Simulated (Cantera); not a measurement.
Input (Python, Cantera) and output of one run.

```python
import numpy as np
import cantera as ct

gas_names = """
    H H2 Hg
""".split()
cond_names = """
    Hg(cr) Hg(L)
""".split()


# ... load() reads the species with a 1 bar reference pressure and builds the phases ...
atoms = {
    'Hg': {'Hg': 1},
    'H2': {'H': 2},
}
top_T = {}  # K; cautious upper limits of use, not melting points


# ... equilibrate(T, P, feed) seeds the gas with the atoms and calls Mixture.equilibrate('TP', solver="vcs", rtol=1e-11, max_steps=5000) ...
results = []
feed = {'Hg': 1, 'H2': 0.94}  # mol
T = 698  # K
for P in [10, 42, 180, 750, 3200, 13000, 56000, 240000, 1000000]:
    mix = equilibrate(T, P, feed)
    results.append((T, P, feed, dict(zip(mix.species_names, mix.species_moles))))

top = {s: max(r[3][s] / sum(r[3][g] for g in gas_names) for r in results) for s in gas_names}
cols = sorted((s for s in top if top[s] > 1e-05), key=lambda s: -top[s])[:9]
seen = [c for c in cond_names if any(r[3].get(c, 0) > 1e-12 for r in results)]
print("log10 of partial pressures in bar; condensed amounts in mol")
print(f"{'P/Pa':>10s}" + "".join(f"{s[:9]:>10s}" for s in cols + seen))
for T, P, feed, n in results:
    ng = sum(n[g] for g in gas_names)
    print(f"{P:10.4g}" + "".join(f"{np.log10(max(n[s] / ng * P / 1e5, 1e-99)):10.3f}" for s in cols)
          + "".join(f"{n.get(c, 0):10.4g}" for c in seen))
```

It prints:

```
log10 of partial pressures in bar; condensed amounts in mol
      P/Pa        H2        Hg     Hg(L)
        10    -4.315    -4.288         0
        42    -3.691    -3.665         0
       180    -3.059    -3.033         0
       750    -2.440    -2.413         0
      3200    -1.810    -1.783         0
   1.3e+04    -1.201    -1.174         0
   5.6e+04    -0.566    -0.540         0
   2.4e+05     0.066     0.092         0
     1e+06     0.845     0.478    0.5963
```

Cantera equilibrium calculation (NASA polynomials, part measured and part estimated; ideal gas, pure solids and liquids).
